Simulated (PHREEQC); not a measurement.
Model water analysis in mg/L, 20 °C, pH 6.59, pe 1.1:

```tsv
constituent	mg/L
Na	76.4
K	64.4
Ca	319
Mg	8.6
Cl	70.8
S(6) as SO4	705
Alkalinity as HCO3	277
Br	3.48
```

Valence states are taken as typed.

The numbers come from PHREEQC with the ion-association model, phreeqc.dat.

The ionic strength comes out as 0.0296 mol/kgw. What activity coefficients do CO3-2, NaSO4-, Na+, Br-, K+ get?

CO3-2 0.54, NaSO4- 0.86, Na+ 0.86, Br- 0.84, K+ 0.85.

Precipitation was switched off in this run. Complexes and solids missing from the database can't appear.
